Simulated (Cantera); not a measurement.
A closed system holds: 1 mol CH3SiCl3, 0.21 mol C3H8, 100 mol H2, equilibrated at 2027 °C.

These are equilibrium values from Cantera (NASA tables, ideal gas, pure condensed phases), not measurements of a reactor. Candidate condensed phases: C, C6H6, C7H8, C8H18, Si, SiC; 109 gas species. The feed counts by its element totals alone. The tables' values for SiCl are old estimates; treat these amounts as uncertain. Gases not in the tables: Si2H6 and higher silanes. Rates play no part.

x: gas mole fraction; n: condensed amount in mol.

```csv
P (Pa),x H2,x H,x HCl,x Si,x Cl,x C2H2 (acetylene),x SiC2,n C(graphite),n SiC(s)
100,0.707,0.257,0.0197,0.00712,0.00515,0.00305,0.000982,0.629,0
320,0.808,___,___,0.00730,___,0.00349,0.00101,0.582,0
1000,0.870,0.0903,0.0251,0.00700,0.00187,0.00376,0.000966,0.550,0
3200,0.911,0.0516,0.0263,0.00418,0.00108,0.00394,0.000577,0.278,0.340
10000,0.936,0.0296,0.0273,0.00137,0.000621,0.00386,0.000180,0,0.756
32000,0.951,___,0.0278,___,___,0.00340,___,0,0.891
100000,0.958,0.00947,0.0280,0.000153,0.000200,0.00317,1.62e-5,0,0.938
```

What belongs in the gaps?


- 320, x H: 0.154
- 320, x HCl: 0.0231
- 320, x Cl: 0.00316
- 32000, x H: 0.0167
- 32000, x Si: 0.000460
- 32000, x Cl: 0.000351
- 32000, x SiC2: 5.25e-5
